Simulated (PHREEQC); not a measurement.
Make-up at 90 °C: 0.002 mol/kgw H2SO4, 0.0014 mol/kgw Li2SO4 and 0.079 mol/kgw Na2SO4. Closed to the air; pH follows from the charge balance.

The numbers come from PHREEQC with the ion-association model, phreeqc.dat.

Each row changes one thing in this solution. No solid was allowed to form.

| case | pH | ionic strength (mol/kgw) | Na+ (mol/kgw) | SO4-2 (mol/kgw) | NaSO4- (mol/kgw) | HSO4- (mol/kgw) |
|---|---|---|---|---|---|---|
| as made | 3.51 | 0.209 | 0.142 | 0.0631 | 0.0155 | 0.00360 |
| temperature from 90 to 25 °C | 2.97 | 0.214 | 0.144 | 0.0659 | 0.0136 | 0.00265 |
| temperature from 90 to 75 °C | 3.36 | 0.209 | 0.143 | 0.0635 | 0.0152 | 0.00344 |
| temperature from 90 to 65 °C | 3.26 | 0.210 | 0.143 | 0.0639 | 0.0150 | 0.00330 |
| Na2SO4 from 0.079 to 0.0079 mol/kgw | 2.97 | 0.0274 | 0.0154 | 0.00807 | 0.000431 | 0.00275 |

Species that the database lacks are ignored. At this temperature some constants are extrapolated from 25 °C, and those without enthalpy data are left unchanged.
